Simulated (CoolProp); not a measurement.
Vapour-liquid equilibrium of n-butane (1) + benzene (2) at 101.55 °C; x and y are mole fractions of (1).

Values from CoolProp's multi-fluid Helmholtz-energy mixture model, Bücker 2006 and Thol 2012; pair parameters Bell 2016.

Q: Give the bubble pressure and the first vapour's composition at x = 0.05, 0.35, 0.95. Is there an azeotrope?

A: x = 0.05: 264.3 kPa, y = 0.309; x = 0.35: 718.5 kPa, y = 0.796; x = 0.95: 1494 kPa, y = 0.985. No azeotrope shows between x = 0.05 and 0.95.

The pair parameters rest on a limited set of measurements; away from them the model extrapolates. The gap from Raoult's law changes sign with composition, which may be real or a fault of the pair parameters; it wasn't checked against measurements.
